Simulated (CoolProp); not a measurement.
Vapour-liquid equilibrium of R143a (1) + isobutene (2) at 0.0116 MPa; x and y are mole fractions of (1).

Values from CoolProp's multi-fluid Helmholtz-energy mixture model, Lemmon and Jacobsen 2000 and Lemmon 2005; pair parameters Bell 2016.

```json
[
 {"x": "0.05", "bubble temperature, mixture model (K)": "…", "bubble temperature, Raoult's law (K)": "216.9", "y, mixture model": "…", "y, Raoult's law": "0.279"},
 {"x": "0.2", "bubble temperature, mixture model (K)": "195.6", "bubble temperature, Raoult's law (K)": "207.6", "y, mixture model": "…", "y, Raoult's law": "0.672"},
 {"x": "0.35", "bubble temperature, mixture model (K)": "192.9", "bubble temperature, Raoult's law (K)": "201.7", "y, mixture model": "0.891", "y, Raoult's law": "0.826"},
 {"x": "0.5", "bubble temperature, mixture model (K)": "…", "bubble temperature, Raoult's law (K)": "197.5", "y, mixture model": "0.906", "y, Raoult's law": "0.903"},
 {"x": "0.65", "bubble temperature, mixture model (K)": "191.2", "bubble temperature, Raoult's law (K)": "194.2", "y, mixture model": "0.919", "y, Raoult's law": "0.948"},
 {"x": "0.8", "bubble temperature, mixture model (K)": "190.3", "bubble temperature, Raoult's law (K)": "191.6", "y, mixture model": "…", "y, Raoult's law": "0.976"},
 {"x": "0.95", "bubble temperature, mixture model (K)": "189.2", "bubble temperature, Raoult's law (K)": "189.5", "y, mixture model": "0.980", "y, Raoult's law": "0.995"}
]
```

Q: Fill in the missing entries.

A: 
- 0.05, bubble temperature, mixture model (K): 207.4
- 0.05, y, mixture model: 0.611
- 0.2, y, mixture model: 0.855
- 0.5, bubble temperature, mixture model (K): 191.9
- 0.8, y, mixture model: 0.940

The largest gap from Raoult's law is -12.0 K in bubble temperature, at x = 0.2. No azeotrope shows between x = 0.05 and 0.95.

Pair parameters are fitted to limited data, so mixtures are less certain than the pure fluids. With so large a gap from Raoult's law the liquid may split in two, which this calculation doesn't test in full.
